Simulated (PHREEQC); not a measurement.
Consider water at 25 °C with 0.0022 mol/kgw LiOH, 0.0082 mol/kgw H3BO3 and 0.27 mol/kgw (CH3)4NCl. Closed to the air; pH follows from the charge balance.

The numbers come from PHREEQC with the ion-association model, wateq4f.dat.

```csv
quantity,before,after
pH,8.59,11.29
H3BO3 (mol/kgw),0.00601,4.42e-5
```

Question: Which change was made?
A. diluted 100-fold with water
B. (CH3)4NCl from 0.27 to 0.027 mol/kgw
C. LiOH from 0.0022 to 0.00242 mol/kgw
D. diluted 5-fold with water
E. LiOH from 0.0022 to 0.011 mol/kgw

Answer: E, LiOH from 0.0022 to 0.011 mol/kgw

Precipitation was switched off in this run. (CH3)4N+ isn't in the database: it is added as a free cation with an ion size of 4 Å.
